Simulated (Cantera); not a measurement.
A closed system holds: 1 mol TiO2, 2.4 mol CO, 1.4 mol N2, held at 0.100 bar.

Equilibrium computed with Cantera from the NASA thermochemical tables; the gas is ideal and each condensed phase is pure. Candidate condensed phases: C, Ti, TiC, TiN, TiO, TiO2, Ti2O3, Ti3O5, Ti4O7; 27 gas species. Mutual solubility and eutectic melting of coexisting phases are not modelled. Condensed phases not in the tables: Magnéli phases beyond Ti4O7. Rates play no part.

**Question.** At 1900 K, list the 3 most abundant gas species with their mole fractions, and the condensed phases.

**Answer.** CO 0.607, N2 0.368, CO2 0.0247. Condensed: TiO2(rutile) + Ti4O7(s).
